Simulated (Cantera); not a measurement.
A perfectly stirred reactor is fed with CH4 : CO : O2 : N2 = 1 : 1.1 : 3.15 : 37.8 (molar parts), equivalence ratio 0.81, at 660 Torr; it is adiabatic with a 675 K inlet, and is followed from long to short residence time, starting on the burning branch (τ in s: 0.06, 0.022, 0.0079, 0.0029, 0.0011, 0.00038, 0.00014, 5.1e-05, 1.9e-05, 6.8e-06).

Model: GRI-Mech 3.0 (53 species, 325 reactions), integrated in Cantera.

**Question.** Predict: blow-out, bracketed by the residence times tried; x(CH4) at τ = 60.0 ms; x(CO) at τ = 60.0 ms; x(O2) at τ = 60.0 ms; x(HO2) at τ = 60.0 ms; x(O) at τ = 60.0 ms; x(CH4) at τ = 0.380 ms; x(CO) at τ = 0.380 ms; x(O2) at τ = 0.380 ms.

**Answer.** 
```json
{
  "blow_out_bracketed_by_the_residence_times_tried": "burning at 2.90 ms, out at 1.10 ms",
  "x(CH4) at τ = 60.0 ms": "2.78e-5",
  "x(CO) at τ = 60.0 ms": "0.00138",
  "x(O2) at τ = 60.0 ms": "0.0148",
  "x(HO2) at τ = 60.0 ms": "2.99e-6",
  "x(O) at τ = 60.0 ms": "0.000148",
  "x(CH4) at τ = 0.380 ms": "0.0232",
  "x(CO) at τ = 0.380 ms": "0.0256",
  "x(O2) at τ = 0.380 ms": "0.0732"
}
```
